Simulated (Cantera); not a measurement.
A closed system holds: 1 mol Si2H6, 0.84 mol H2O, at 1325 K and 13300 Pa.

These are equilibrium values from Cantera (NASA tables, ideal gas, pure condensed phases), not measurements of a reactor. Candidate condensed phases: H2O, Si, SiO2; 18 gas species. The feed counts by its element totals alone. Mutual solubility and eutectic melting of coexisting phases are not modelled. The tables hold silica as quartz up to 1696 K and as liquid above; real silica turns to tridymite and cristobalite and melts near 1996 K. The numbers say what is thermodynamically allowed, not how fast it happens.

Question: What is the equilibrium state?

Answer: 
```
Quantity              Result
-----------------  ---------
x(H2)                  1.000
x(SiO)              0.000104
x(H)                 4.48e-6
n(Si(s))            1.58 mol
n(SiO2(β-quartz))  0.420 mol
gas amount         3.840 mol
```
